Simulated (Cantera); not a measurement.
A freely propagating, adiabatic, planar premixed flame of H₂ : O₂ : N₂ = 1 : 0.455 : 1.55 (molar parts), equivalence ratio 1.1, unburnt at 625 K and 1.01 bar; multicomponent transport, grid criteria slope 0.08 and curve 0.16, no radiation.

Model: the H2/O2 subset of GRI-Mech 3.0, which has no nitrogen chemistry, integrated in Cantera. Burning velocities carry a grid error of a few per cent, more on coarse grids.

Question: Predict: laminar burning velocity; thermal thickness; peak x(HO₂); peak x(H₂O₂); peak x(OH); peak x(H).

Answer: 
```json
{
 "laminar_burning_velocity": "905 cm/s",
 "thermal_thickness": "0.457 mm",
 "peak x(HO₂)": "0.000291",
 "peak x(H₂O₂)": "1.14e-5",
 "peak x(OH)": "0.0214",
 "peak x(H)": "0.0757"
}
```
